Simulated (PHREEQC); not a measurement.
Na2SO4 is added in steps, without added water, to 1 kg of water holding 8.4 mmol/kgw NaH2PO4, 18 mmol/kgw HNO3 and 1.1 mmol/kgw ZnSO4, at 25 °C. Oxygen is held at 0.21 atm. No CO2 enters from the air. The run lets Zincite(c), Zn4(OH)6SO4, Zn3(PO4)2:4w, Mirabilite, Goslarite precipitate or redissolve, and no other solid.

Base run: PHREEQC, ion-association model, wateq4f.dat. Each further column changes one thing. The table gives SO4-2 (mol/kgw).

```
Na2SO4 added (mol)      base  Davies equation for every ion  metal-ligand complexes left out  all activity coefficients set to 1  Debye-Hückel limiting law
------------------  --------  -----------------------------  -------------------------------  ----------------------------------  -------------------------
0                   0.000611                       0.000621                         0.000649                            0.000448                   0.000658
0.00315              0.00248                        0.00251                          0.00264                             0.00183                    0.00269
0.00585              0.00418                        0.00425                          0.00449                             0.00312                    0.00456
0.009                0.00627                        0.00636                          0.00678                             0.00472                    0.00687
0.01215              0.00842                        0.00854                          0.00918                             0.00639                    0.00928
0.01485               0.0103                         0.0105                           0.0113                             0.00786                     0.0114
0.018                 0.0126                         0.0127                           0.0139                             0.00960                     0.0139
```

H3PO4, which wateq4f.dat lacks, is added to it with the constant of phreeqc.dat. The database has no phosphate complexes of Zn.
